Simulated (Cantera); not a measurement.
Input (Python, Cantera):

```python
import numpy as np
import cantera as ct

gas = ct.Solution("gri30.yaml")


def delay(T, t_max=10):
    gas.TPX = T, 2900000, {'CH4': 1, 'O2': 2.99, 'N2': 11.2}
    reactor = ct.IdealGasConstPressureReactor(gas, clone=False)
    net = ct.ReactorNet([reactor])
    net.rtol, net.atol = 1e-8, 1e-16
    while net.time < t_max:
        t_old, T_old = net.time, reactor.T
        net.step()
        if reactor.T > T + 400:  # ignition: a rise of 400 K
            return t_old + (T + 400 - T_old) / (reactor.T - T_old) * (net.time - t_old)
    return np.nan


taus = []
for T in [1125, 1225, 1325, 1425, 1525, 1625, 1725]:
    taus.append(delay(T))
    print(f"T0 = {T:6g} K   tau = {taus[-1]:.4e} s")
```

It prints:

```
T0 =   1125 K   tau = 3.4547e-03 s
T0 =   1225 K   tau = 9.5251e-04 s
T0 =   1325 K   tau = 3.1794e-04 s
T0 =   1425 K   tau = 1.2060e-04 s
T0 =   1525 K   tau = 5.0239e-05 s
T0 =   1625 K   tau = 2.2583e-05 s
T0 =   1725 K   tau = 1.0866e-05 s
```

Model: GRI-Mech 3.0 (53 species, 325 reactions), integrated in Cantera. The pressure lies above the range GRI-Mech 3.0 was tuned for (to about 10 atm).
